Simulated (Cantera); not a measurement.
A closed system holds: 1 mol SiCl4, 1.8 mol HCl, 12 mol H2, held at 1250 °C and 101000 Pa.

These are equilibrium values from Cantera (NASA tables, ideal gas, pure condensed phases), not measurements of a reactor. Candidate condensed phases: Si; 19 gas species. The tables' values for SiCl3 are old estimates; treat these amounts as uncertain. Rates play no part.

Base state: H2 0.743, HCl 0.192, SiCl2 0.0262, SiCl4 0.0181, SiCl3 0.0126, SiHCl3 0.00789, SiH2Cl2 0.000553, H 1.98e-5 (mole fractions); condensed: gas only.

Q: What changes in the equilibrium state with this change: temperature from 1250 °C to 352 °C?

A: 
| species | before | after |
|---|---|---|
| H2 | 0.743 | 0.811 |
| HCl | 0.192 | 0.122 |
| SiCl4 | 0.0181 | 0.0675 |
| SiCl2 | 0.0262 | <1e-9 |
| SiCl3 | 0.0126 | <1e-9 |
| SiH2Cl2 | 0.000553 | <1e-9 |
| H | 1.98e-5 | <1e-9 |

Q: What changes in the equilibrium state with this change: pressure from 101000 Pa to 28000 Pa?

A: 
| species | before | after |
|---|---|---|
| H2 | 0.743 | 0.724 |
| HCl | 0.192 | 0.211 |
| SiCl2 | 0.0262 | 0.0398 |
| SiCl4 | 0.0181 | 0.00951 |
| SiCl3 | 0.0126 | 0.0113 |
| SiH3Cl | 1.14e-5 | 4.14e-6 |
| SiH2Cl2 | 0.000553 | 0.000227 |
| SiHCl3 | 0.00789 | 0.00366 |

Q: What changes in the equilibrium state with this change: temperature from 1250 °C to 475 °C?

A: 
```
species    before    after
-------  --------  -------
H2          0.743    0.811
HCl         0.192    0.122
SiCl4      0.0181   0.0674
SiCl2      0.0262    <1e-9
SiCl3      0.0126  4.93e-8
H         1.98e-5    <1e-9
SiH2Cl2  0.000553  4.23e-8
SiH3Cl    1.14e-5    <1e-9
```
